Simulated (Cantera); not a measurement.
Feed: 1 mol PbO, 1.1 mol H2, at 952 °C and 6.30 bar.

Equilibrium computed with Cantera from the NASA thermochemical tables; the gas is ideal and each condensed phase is pure. Candidate condensed phases: H2O, Pb, PbO, PbO2, Pb3O4; 12 gas species. Rates play no part.

Base state: H2O 0.909, H2 0.0909, Pb 0.000148 (mole fractions); condensed: Pb(l).

Q: What changes in the equilibrium state with this change: PbO replaced by Fe(CO)5?

A: 
| species | before | after |
|---|---|---|
| CO | 0 | 0.761 |
| H2 | 0.0909 | 0.171 |
| CO2 | 0 | 0.0489 |
| H2O | 0.909 | 0.0162 |
| Pb | 0.000148 | 0 |
| CH4 | 0 | 0.00243 |
| Pb(l), mol | 1.000 | 0 |
| C(graphite), mol | 0 | 0.358 |
| Fe(γ), mol | 0 | 1.00 |
Condensed phases not in the tables: cementite and carbon dissolved in iron. Further candidate phases: C, C6H6, C7H8, C8H18, Fe, Fe(CO)5, FeO, Fe(OH)2, Fe(OH)3, Fe2O3, Fe3O4.
